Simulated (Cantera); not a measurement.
**Transport properties of process gases**

Gas mixture: CH4 = 0.29 (molar parts), at 4.93 atm, frozen composition.

Cantera's kinetic-theory transport with the Lennard-Jones parameters of GRI-Mech 3.0, ideal gas; thermal conductivity in the mixture-averaged form. The composition is frozen, though it would react at the higher temperatures.

| T (K) | ρ (kg/m³) | cp (J/kg/K) | μ (µPa s) | λ (mW/m/K) | Pr | D (cm²/s) NO | D (cm²/s) H2O | D (cm²/s) CH3 |
|---|---|---|---|---|---|---|---|---|
| 400 | 2.41 | 2526 | 14.4 | 50.7 | 0.720 | 0.0747 | 0.0807 | 0.0785 |
| 550 | 1.75 | 3093 | 18.3 | 78.5 | 0.722 | 0.130 | 0.148 | 0.137 |
| 700 | 1.38 | 3656 | 21.7 | 109 | 0.726 | 0.195 | 0.232 | 0.208 |
| 850 | 1.14 | 4143 | 24.8 | 141 | 0.726 | 0.271 | 0.330 | 0.289 |
| 1000 | 0.965 | 4589 | 27.7 | 174 | 0.731 | 0.356 | 0.440 | 0.380 |
| 1150 | 0.839 | 4962 | 30.3 | 206 | 0.732 | 0.450 | 0.562 | 0.481 |
| 1300 | 0.742 | 5281 | 32.9 | 237 | 0.732 | 0.551 | 0.696 | 0.590 |
| 1450 | 0.665 | 5554 | 35.3 | 268 | 0.732 | 0.661 | 0.839 | 0.708 |
D: mixture-averaged diffusion coefficient of that species in the mixture.
